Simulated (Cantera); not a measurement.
A perfectly stirred reactor is fed with CH₃OH : O₂ : N₂ = 1 : 1.56 : 5.88 (molar parts), at 0.987 atm; it is adiabatic with a 448 K inlet, and is followed from long to short residence time, starting on the burning branch (τ in s: 0.23, 0.093, 0.037, 0.015, 0.0058, 0.0023, 0.00092, 0.00037, 0.00015, 5.8e-05, 2.3e-05, 9.1e-06).

Computed with Cantera and GRI-Mech 3.0 (53 species, 325 reactions). GRI-Mech 3.0 was tuned for natural gas; its chemistry of methanol as a main component is partial and can be far from experiment.

**Question.** What does this change do: pressure from 0.987 atm to 10.9 atm?

**Answer.** 
```csv
quantity,before,after
"blow-out, bracketed by the residence times tried","burning at 58.0 µs, out at 23.0 µs","burning at 23.0 µs, out at 9.10 µs"
x(CH₃OH) at τ = 0.230 s,3.79e-7,6.39e-8
x(O₂) at τ = 0.230 s,0.0113,0.00790
x(NO) at τ = 0.230 s,0.00208,0.00267
x(H₂O) at τ = 0.230 s,0.215,0.220
x(CH₃) at τ = 0.230 s,7.91e-8,2.55e-8
x(CH₃OH) at τ = 0.920 ms,2.97e-5,1.07e-5
x(O₂) at τ = 0.920 ms,0.0238,0.0119
x(NO) at τ = 0.920 ms,5.96e-5,0.000247
x(H₂O) at τ = 0.920 ms,0.197,0.216
x(CH₃) at τ = 0.920 ms,4.75e-6,1.98e-6
```

**Question.** What does this change do: N2 5.88 to 7.9 parts?

**Answer.** 
| quantity | before | after |
|---|---|---|
| blow-out, bracketed by the residence times tried | burning at 58.0 µs, out at 23.0 µs | burning at 0.150 ms, out at 58.0 µs |
| x(CH₃OH) at τ = 0.230 s | 3.79e-7 | 9.00e-7 |
| x(O₂) at τ = 0.230 s | 0.0113 | 0.00768 |
| x(NO) at τ = 0.230 s | 0.00208 | 0.000333 |
| x(H₂O) at τ = 0.230 s | 0.215 | 0.179 |
| x(CH₃) at τ = 0.230 s | 7.91e-8 | 8.63e-8 |
| x(CH₃OH) at τ = 0.920 ms | 2.97e-5 | 4.21e-5 |
| x(O₂) at τ = 0.920 ms | 0.0238 | 0.0191 |
| x(NO) at τ = 0.920 ms | 5.96e-5 | 2.79e-5 |
| x(H₂O) at τ = 0.920 ms | 0.197 | 0.163 |
| x(CH₃) at τ = 0.920 ms | 4.75e-6 | 5.93e-6 |
